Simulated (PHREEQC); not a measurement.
A solution holds 1.3 mol NaBr, 0.35 mol NaHCO3 and 0.98 mol KBr per kg of water, at 10 °C. Closed to the air; pH follows from the charge balance.

Model: ion-association model with the Davies equation for every ion, phreeqc.dat, run in PHREEQC.

This is a speciation only: nothing precipitates in the calculation.

Q: Estimate the pH.

A: pH 7.81.

Q: In which forms is C present?

A: HCO3- 56 %, NaHCO3 40 %, CO2 1.8 %, NaCO3- 1.7 % of the C.

Ionic strength above about 0.7 mol/kgw puts this run outside the model's range. At this temperature some constants are extrapolated from 25 °C, and those without enthalpy data are left unchanged.
